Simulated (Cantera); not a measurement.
What does this Cantera script print?

```python
import numpy as np
import cantera as ct

gas = ct.Solution("h2o2.yaml")
gas.TPX = 1023, 1900, {'H2': 0.11, 'O2': 1, 'N2': 2}
inlet = ct.Reservoir(gas, clone=True)

reactor = ct.IdealGasConstPressureReactor(gas, energy="off", clone=False)
exhaust = ct.Reservoir(gas, clone=True)
tau = [0.75, 0.32, 0.13, 0.057, 0.024, 0.01, 0.0043, 0.0018, 0.00077][0]
for a, b in ((inlet, reactor), (reactor, exhaust)):
    ct.MassFlowController(a, b, mdot=lambda t: reactor.mass / tau)
net = ct.ReactorNet([reactor])
show = ['H2', 'O2', 'HO2', 'OH', 'H']

rows = []
print(f"{'tau/s':>10s}{'T/K':>9s}" + "".join(f"{s:>11s}" for s in show))
for tau in [0.75, 0.32, 0.13, 0.057, 0.024, 0.01, 0.0043, 0.0018, 0.00077]:
    net.initial_time = 0.0
    net.advance(30 * tau)
    before = gas.X
    net.advance(40 * tau)
    drift = np.max(np.abs(gas.X - before) / (gas.X + 1e-9))
    rows.append([gas.T, *gas[show].X, drift])
    print(f"{tau:10.3e}{gas.T:9.1f}" + "".join(f"{x:11.3e}" for x in gas[show].X))
```

Result:

```
     tau/s      T/K         H2         O2        HO2         OH          H
 7.500e-01   1023.0  3.945e-04  3.087e-01  2.130e-06  3.263e-04  2.286e-04
 3.200e-01   1023.0  6.435e-04  3.083e-01  2.552e-06  4.485e-04  5.151e-04
 1.300e-01   1023.0  1.080e-03  3.077e-01  2.960e-06  6.265e-04  1.174e-03
 5.700e-02   1023.0  1.741e-03  3.071e-01  3.261e-06  8.398e-04  2.349e-03
 2.400e-02   1023.0  2.900e-03  3.064e-01  3.473e-06  1.109e-03  4.366e-03
 1.000e-02   1023.0  4.948e-03  3.062e-01  3.569e-06  1.399e-03  6.851e-03
 4.300e-03   1023.0  8.507e-03  3.073e-01  3.556e-06  1.625e-03  8.430e-03
 1.800e-03   1023.0  1.516e-02  3.105e-01  3.423e-06  1.638e-03  7.638e-03
 7.700e-04   1023.0  2.582e-02  3.161e-01  3.104e-06  1.090e-03  3.781e-03
```

Detailed kinetics in Cantera: the H2/O2 subset of GRI-Mech 3.0, which has no nitrogen chemistry. Radical loss at walls, strong at low pressure, is not modelled. The temperature is held fixed by assumption; the heat of reaction is taken as removed at once.
